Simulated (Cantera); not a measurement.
## CF4 + F2 + H2 (fluorocarbon and chlorocarbon gases)

Input: 1 mol CF4, 0.82 mol F2, 1.2 mol H2, at 1.00 bar.

Cantera equilibrium calculation (NASA polynomials, part measured and part estimated; ideal gas, pure solids and liquids). Candidate condensed phases: C, C6H6, C7H8, C8H18; 110 gas species. Ions and electrons are included (thermal ionisation). Gases not in the tables: C2F6 and larger saturated fluorocarbons. Equilibrium is a limit: real reactors are often held back by kinetics, nucleation or transport.

```tsv
T (K)	x F	x HF	x H	x CF2	x C	x CF	x C3	x CF4	x C2
3000	0.256	0.525	0.000316	0.186	2.37e-5	0.0139	3.21e-5	0.0111	6.95e-6
3250	0.310	0.488	0.00152	0.148	0.000361	0.0459	0.00182	0.000801	0.000244
3500	0.386	0.444	0.00540	0.0749	0.00206	0.0746	0.00979	5.81e-5	0.00158
3750	0.447	0.401	0.0166	0.0277	0.00680	0.0791	0.0162	3.68e-6	0.00421
4000	0.488	0.346	0.0437	0.00926	0.0168	0.0693	0.0165	2.43e-7	0.00753
4250	0.524	0.268	0.0910	0.00312	0.0335	0.0550	0.0122	1.94e-8	0.0101
4500	0.558	0.179	0.147	0.00105	0.0550	0.0396	0.00653	1.81e-9	0.0104
4750	0.584	0.106	0.195	0.000344	0.0756	0.0258	0.00256	1.85e-10	0.00828
5000	0.601	0.0591	0.226	0.000110	0.0903	0.0155	0.000799	2.02e-11	0.00544
```
x: gas mole fraction; nothing condenses.

From 3000 K to 5000 K nothing is condensed. The main C-bearing gas is CF2 at 3000 K and C at 5000 K.
